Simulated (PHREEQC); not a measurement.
Make-up at 90 °C: 0.0018 mol/kgw NH3, 0.048 mol/kgw NaAlO2 and 0.0041 mol/kgw Na2CO3. Closed to the air; pH follows from the charge balance.

The numbers come from PHREEQC with the ion-association model, wateq4f.dat.

```
Property                  Result
----------------  --------------
pH                          9.41
ionic strength    0.0541 mol/kgw
total alkalinity      202 meq/kg
```

```tsv
species	molality	activity	log γ
Na+	0.0537	0.0427	-0.099
Al(OH)4-	0.0480	0.0381	-0.100
NaCO3-	0.00252	0.00202	-0.095
NH3	0.00176	0.00176	0.000
OH-	0.00121	0.000945	-0.107
HCO3-	0.00115	0.000921	-0.095
CO3-2	0.000414	0.000172	-0.381
NH4+	3.65e-5	2.89e-5	-0.101
NaHCO3	2.18e-5	2.21e-5	0.005
Al(OH)3	1.30e-6	1.31e-6	0.005
CO2	8.53e-7	8.64e-7	0.005
```

No solid was allowed to form. Examples of supersaturated solids here: Boehmite (slow to form), Gibbsite (slow to form). Others may be too. Species that the database lacks are ignored. Away from 25 °C the constants follow the database's enthalpies or fits; those with neither stay at their 25 °C values.
